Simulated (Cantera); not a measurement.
A closed system holds: 1 mol PbO, 1.8 mol H2, 75 mol N2, held at 66.0 Pa.

Equilibrium computed with Cantera from the NASA thermochemical tables; the gas is ideal and each condensed phase is pure. Candidate condensed phases: H2O, Pb, PbO, PbO2, Pb3O4; 27 gas species. The numbers say what is thermodynamically allowed, not how fast it happens. All values below are at 625 °C.

Base state: N2 0.975, H2O 0.0130, H2 0.0104, Pb 0.00196 (mole fractions); condensed: Pb(l).

### Question
What changes in the equilibrium state with this change: H2 from 1.8 to 0.24 mol?

### Answer
| species | before | after |
|---|---|---|
| N2 | 0.975 | 0.995 |
| H2O | 0.0130 | 0.00318 |
| Pb | 0.00196 | 0.00196 |
| H2 | 0.0104 | 3.15e-7 |
| PbO | 1.29e-9 | 1.04e-5 |
| Pb(l), mol | 0.849 | 0.0920 |
| PbO(yellow), mol | 0 | 0.759 |

### Question
What changes in the equilibrium state with this change: pressure from 66.0 Pa to 1.33 mbar?

### Answer
```
species      before     after
----------  -------  --------
N2            0.975     0.976
H2O          0.0130    0.0130
H2           0.0104    0.0104
Pb          0.00196  0.000971
Pb(l), mol    0.849     0.925
```

### Question
What changes in the equilibrium state with this change: H2 from 1.8 to 0.25 mol?

### Answer
```tsv
species	before	after
N2	0.975	0.995
H2O	0.0130	0.00332
Pb	0.00196	0.00196
H2	0.0104	3.28e-7
PbO	1.29e-9	1.04e-5
Pb(l), mol	0.849	0.102
PbO(yellow), mol	0	0.749
```
